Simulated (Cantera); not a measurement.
Cantera run:

```python
import numpy as np
import cantera as ct

gas_names = """
    O2 CO2 TaO2
""".split()
cond_names = """
    TaC(s) TaC(L)
""".split()


# ... load() reads the species with a 1 bar reference pressure and builds the phases ...
species = {s.name: s for s in load("nasa_gas.yaml", gas_names) + load("nasa_condensed.yaml", cond_names)}
# Each term lists the table entries of one substance; the one whose range holds T is used.
reactions = {
    'TaC + 2 O2(g) = CO2(g) + TaO2(g)':
        [(-1, ['TaC(s)', 'TaC(L)']), (-2, ['O2']), (1, ['CO2']), (1, ['TaO2'])],
}


def pick(names, T):
    return next(species[n] for n in names if species[n].thermo.min_temp <= T <= species[n].thermo.max_temp)


results = []
for label, terms in reactions.items():
    print(label)
    print("     T/K   dH/kJ  dS/(J/K)   dG/kJ   log10 K")
    for T in [675, 875, 1075, 1275, 1475, 1675, 1875, 2075, 2275, 2475, 2675]:
        used = [(nu, pick(names, T)) for nu, names in terms]
        dH = sum(nu * s.thermo.h(T) for nu, s in used) / 1e6
        dS = sum(nu * s.thermo.s(T) for nu, s in used) / 1e3
        dG = dH - T * dS / 1e3
        logK = -dG * 1e6 / (ct.gas_constant * T * np.log(10))
        results.append((label, T, dH, dS, dG, logK, [s.name for _, s in used]))
        print(f"{T:8g} {dH:8.1f} {dS:8.1f} {dG:8.1f} {logK:8.2f}")
```

Output:

```
TaC + 2 O2(g) = CO2(g) + TaO2(g)
     T/K   dH/kJ  dS/(J/K)   dG/kJ   log10 K
     675   -454.8     31.3   -475.9    36.83
     875   -456.9     28.5   -481.9    28.77
    1075   -459.1     26.3   -487.4    23.68
    1275   -461.3     24.4   -492.5    20.17
    1475   -463.8     22.6   -497.2    17.61
    1675   -466.5     20.9   -501.5    15.64
    1875   -469.5     19.2   -505.5    14.08
    2075   -472.8     17.6   -509.2    12.82
    2275   -476.4     15.9   -512.5    11.77
    2475   -480.3     14.2   -515.5    10.88
    2675   -484.6     12.6   -518.2    10.12
```

Source: NASA polynomial tables (part measured, part estimated), evaluated in Cantera. TaC: taken at fixed stoichiometry. Condensed species are held in their standard states even where they would react or evaporate.
